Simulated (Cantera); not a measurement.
A freely propagating, adiabatic, planar premixed flame of 13.1 % CH₄, 20.2 % O₂, 66.7 % N₂, equivalence ratio 1.3, unburnt at 350 K and 670000 Pa; multicomponent+Soret transport, grid criteria slope 0.08 and curve 0.16, no radiation.

Detailed kinetics in Cantera: GRI-Mech 3.0 (53 species, 325 reactions). Burning velocities carry a grid error of a few per cent, more on coarse grids.

x: mole fraction of selected species; z is measured from the peak of heat release.

| z (mm) | T (K) | u (m/s) | x CH₄ | x O₂ | x H₂O₂ | x N₂O | x C₂H₄ | x C₂H₆ |
|---|---|---|---|---|---|---|---|---|
| -0.451 | 350 | 0.180 | 0.131 | 0.202 | 1.30e-8 | <1e-8 | 1.97e-8 | <1e-8 |
| -0.301 | 354 | 0.183 | 0.130 | 0.201 | 3.71e-7 | <1e-8 | 9.84e-7 | 5.47e-7 |
| -0.225 | 376 | 0.194 | 0.127 | 0.200 | 2.38e-6 | <1e-8 | 8.75e-6 | 5.46e-6 |
| -0.150 | 530 | 0.276 | 0.115 | 0.189 | 1.76e-5 | <1e-8 | 0.000115 | 8.64e-5 |
| -0.0751 | 1110 | 0.591 | 0.0749 | 0.133 | 5.11e-5 | (withheld) | 0.000898 | 0.000781 |
| -0.0376 | 1559 | 0.841 | 0.0409 | 0.0809 | 1.01e-5 | (withheld) | 0.00166 | 0.00114 |
| 0 | 1960 | 1.07 | 0.0111 | 0.0297 | 2.99e-6 | (withheld) | 0.000958 | 0.000199 |
| 0.0376 | 2135 | 1.17 | 0.00184 | 0.00691 | 6.63e-7 | (withheld) | 8.41e-5 | 5.97e-6 |
| 0.0751 | 2183 | 1.19 | 0.000411 | 0.00154 | 1.65e-7 | (withheld) | 5.22e-6 | 2.85e-7 |
| 0.150 | 2204 | 1.20 | 5.61e-5 | 0.000139 | 3.42e-8 | (withheld) | 1.26e-7 | <1e-8 |
| 0.301 | 2213 | 1.21 | 6.16e-6 | 1.87e-5 | 1.28e-8 | (withheld) | <1e-8 | <1e-8 |
| 0.601 | 2218 | 1.21 | 5.41e-7 | 7.77e-6 | <1e-8 | (withheld) | <1e-8 | <1e-8 |
| 1.20 | 2220 | 1.21 | 2.07e-8 | 5.25e-6 | <1e-8 | <1e-8 | <1e-8 | <1e-8 |

What belongs in the gaps?


- -0.0751, x N₂O: 3.99e-8
- -0.0376, x N₂O: 7.92e-8
- 0, x N₂O: 9.55e-8
- 0.0376, x N₂O: 5.83e-8
- 0.0751, x N₂O: 3.58e-8
- 0.150, x N₂O: 2.20e-8
- 0.301, x N₂O: 1.49e-8
- 0.601, x N₂O: 1.12e-8
